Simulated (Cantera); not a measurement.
Input: 1 mol Ta2O5, 1300 mol H2, 2.7 mol H2O, equilibrated at 1850 K and 6750 Torr.

Equilibrium computed with Cantera from the NASA thermochemical tables; the gas is ideal and each condensed phase is pure. Candidate condensed phases: H2O, Ta, Ta2O5; 12 gas species. Kinetics and transport are ignored.

Question: What is the equilibrium state?

Answer: 
- x(H2): 0.998
- x(H2O): 0.00207
- x(H): 0.000179
- n(Ta2O5(s)): 1.000 mol
- gas amount: 1303 mol
- log10 activity of Ta(s) (absent): -0.91
